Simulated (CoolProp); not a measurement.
The numbers come from the reference Helmholtz-energy equation of state, de Vries 1995 in CoolProp.

For R124, give the phase and the Z, cp (kJ/(kg K)), conductivity (mW/(m K)), Prandtl number at 422.3 K and 494 kPa; 422.3 K and 988 kPa; 422.3 K and 3950 kPa.


- 422.3 K and 494 kPa: gas; Z 0.962, cp 0.910, conductivity 24.1, Prandtl number 0.687
- 422.3 K and 988 kPa: gas; Z 0.921, cp 0.935, conductivity 24.5, Prandtl number 0.698
- 422.3 K and 3950 kPa: supercritical; Z 0.613, cp 1.42, conductivity 31.4, Prandtl number 1.03

Viscosity comes from a separate model (Bell 2016), an estimate that may be off by 10 % or more. Thermal conductivity comes from a separate model (Huber 2003), an estimate that may be off by 10 % or more.
